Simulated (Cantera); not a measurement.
Input (Python, Cantera) and output of one run.

```python
import numpy as np
import cantera as ct

gas_names = """
    C CH CH2 CH3 CH2OH CH3O CH4 CH3OH CO CO2 COOH C2 C2H CHCO,ketyl C2H2,acetylene C2H2,vinylidene
    CH2CO,ketene C2H3,vinyl CH3CO,acetyl C2H4 C2H4O,ethylen CH3CHO,ethanal CH3COOH (HCOOH)2 C2H5 C2H6
    CH3OCH3 C2H5OH C2O C3 C3H3,propargyl C3H4,allene C3H4,propyne C3H4,cyclo- C3H5,allyl C3H6,propylene
    C3H6,cyclo- C3H6O C3H7,n-propyl C3H7,i-propyl C3H8 C3H8O,1propanol C3H8O,2propanol C3O2 C4 C4H2
    C4H4,1,3-cyclo- C4H6,butadiene C4H6,2-butyne C4H6,cyclo- C4H8,1-butene C4H8,cis2-buten
    C4H8,tr2-butene C4H8,isobutene C4H8,cyclo- (CH3COOH)2 C4H9,n-butyl C4H9,i-butyl C4H9,s-butyl
    C4H9,t-butyl C4H10,isobutane C4H10,n-butane C5 C5H6,1,3cyclo- C5H8,cyclo- C5H10,1-pentene
    C5H10,cyclo- C5H11,pentyl C5H11,t-pentyl C5H12,n-pentane C5H12,i-pentane CH3C(CH3)2CH3 C6H2
    C6H5,phenyl C6H5O,phenoxy C6H6 C6H5OH,phenol C6H10,cyclo- C6H12,1-hexene C6H12,cyclo- C6H13,n-hexyl
    C7H7,benzyl C7H8 C7H8O,cresol C7H14,1-heptene C7H15,n-heptyl C7H16,n-heptane C8H8,styrene
    C8H10,ethylbenz C8H16,1-octene C8H17,n-octyl C8H18,isooctane C8H18,n-octane C9H19,n-nonyl
    C10H8,naphthale C10H21,n-decyl C12H9,o-bipheny C12H10,bipheny H HCO HO2 H2 HCHO,formaldehy HCOOH H2O
    H2O2 O OH O2 O3 Pb PbO Pb2
""".split()
cond_names = """
    C(gr) C6H6(L) C7H8(L) C8H18(L),n-octa H2O(s) H2O(L) Pb(cr) Pb(L) PbO(rd) PbO(yw) PbO(L) PbO2(s)
    Pb3O4(s)
""".split()


def load(file, names, dense=False):
    # The tables refer to 1 bar. Condensed volumes are neglected.
    table = {s.name: s for s in ct.Species.list_from_file(file)}
    out = []
    for n in names:
        d = dict(table[n].input_data)
        d["thermo"] = dict(d["thermo"], **{"reference-pressure": 1e5})
        if dense:
            d["equation-of-state"] = {"model": "constant-volume", "density": "1e6 g/cm^3"}
        out.append(ct.Species.from_dict(d))
    return out


gas = ct.Solution(thermo="ideal-gas", species=load("nasa_gas.yaml", gas_names))
cond = {s.name: ct.Solution(thermo="fixed-stoichiometry", species=[s], name=s.name)
        for s in load("nasa_condensed.yaml", cond_names, dense=True)}
atoms = {
    'PbO': {'Pb': 1, 'O': 1},
    'CO': {'C': 1, 'O': 1},
    'H2': {'H': 2},
}
top_T = {'C(gr)': 4500, 'Pb3O4(s)': 820}  # K; cautious upper limits of use, not melting points


def equilibrate(T, P, feed):
    n = {}
    for name, mol in feed.items():
        for a, k in atoms[name].items():
            n[a] = n.get(a, 0.0) + k * mol
    gas.TPX = T, P, n
    mass = sum(n.values()) * gas.mean_molecular_weight
    gas.equilibrate("TP")
    valid = [c for c in cond.values() if c.min_temp <= T <= top_T.get(c.name, c.max_temp)]
    mix = ct.Mixture([(gas, mass / gas.mean_molecular_weight)] + [(c, 0.0) for c in valid])
    mix.T, mix.P = T, P
    mix.equilibrate("TP", solver="vcs", rtol=1e-11, max_steps=5000)
    return mix


results = []
feed = {'PbO': 1, 'CO': 0.25, 'H2': 0.41}  # mol
P = 4700  # Pa
for T in [1100, 1150, 1200, 1250, 1300, 1350, 1400, 1450]:
    mix = equilibrate(T, P, feed)
    results.append((T, P, feed, dict(zip(mix.species_names, mix.species_moles))))
    x = sorted(zip(gas.X, gas.species_names), reverse=True)
    print(f"T = {T:g} K  P = {P:g} Pa  gas = {mix.phase_moles(0):.4g} mol")
    print("   x: " + "  ".join(f"{s} {v:.3e}" for v, s in x if v > 1e-05))
    print("   condensed (mol): " + ("  ".join(f"{mix.phase(i).name} {mix.phase_moles(i):.4g}"
          for i in range(1, mix.n_phases) if mix.phase_moles(i) > 1e-12) or "none"))
```

Output:

```
T = 1100 K  P = 4700 Pa  gas = 0.6618 mol
   x: H2O 6.194e-01  CO2 3.777e-01  Pb 2.578e-03  PbO 1.318e-04  H2 1.278e-04  CO 7.898e-05
   condensed (mol): Pb(L) 0.6582  PbO(yw) 0.34
T = 1150 K  P = 4700 Pa  gas = 0.6644 mol
   x: H2O 6.169e-01  CO2 3.762e-01  Pb 6.165e-03  PbO 4.844e-04  H2 1.484e-04  CO 1.075e-04
   condensed (mol): Pb(L) 0.6557  PbO(yw) 0.3398
T = 1200 K  P = 4700 Pa  gas = 0.6701 mol
   x: H2O 6.116e-01  CO2 3.729e-01  Pb 1.368e-02  PbO 1.452e-03  H2 1.861e-04  CO 1.558e-04
   condensed (mol): Pb(L) 0.6506  PbO(L) 0.3393
T = 1250 K  P = 4700 Pa  gas = 0.6821 mol
   x: H2O 6.009e-01  CO2 3.663e-01  Pb 2.845e-02  PbO 3.888e-03  H2 2.324e-04  CO 2.217e-04
   condensed (mol): Pb(L) 0.6403  PbO(L) 0.3377
T = 1300 K  P = 4700 Pa  gas = 0.7062 mol
   x: H2O 5.803e-01  CO2 3.537e-01  Pb 5.584e-02  PbO 9.602e-03  CO 3.022e-04  H2 2.813e-04
   condensed (mol): Pb(L) 0.6201  PbO(L) 0.3336
T = 1350 K  P = 4700 Pa  gas = 0.7553 mol
   x: H2O 5.425e-01  CO2 3.306e-01  Pb 1.041e-01  PbO 2.208e-02  CO 3.897e-04  H2 3.254e-04  Pb2 1.500e-05
   condensed (mol): Pb(L) 0.5808  PbO(L) 0.3239
T = 1400 K  P = 4700 Pa  gas = 0.8606 mol
   x: H2O 4.761e-01  CO2 2.900e-01  Pb 1.854e-01  PbO 4.762e-02  CO 4.619e-04  H2 3.493e-04  Pb2 3.917e-05  OH 1.136e-05
   condensed (mol): Pb(L) 0.4997  PbO(L) 0.2997
T = 1450 K  P = 4700 Pa  gas = 1.127 mol
   x: H2O 3.636e-01  Pb 3.170e-01  CO2 2.214e-01  PbO 9.701e-02  CO 4.677e-04  H2 3.228e-04  Pb2 9.551e-05  O2 2.423e-05  OH 2.117e-05
   condensed (mol): Pb(L) 0.3018  PbO(L) 0.2315
```

These are equilibrium values from Cantera (NASA tables, ideal gas, pure condensed phases), not measurements of a reactor. Each liquid is taken as pure. Mutual solubility and eutectic melting of coexisting phases are not modelled. Gases not in the tables: (PbO)n polymers.
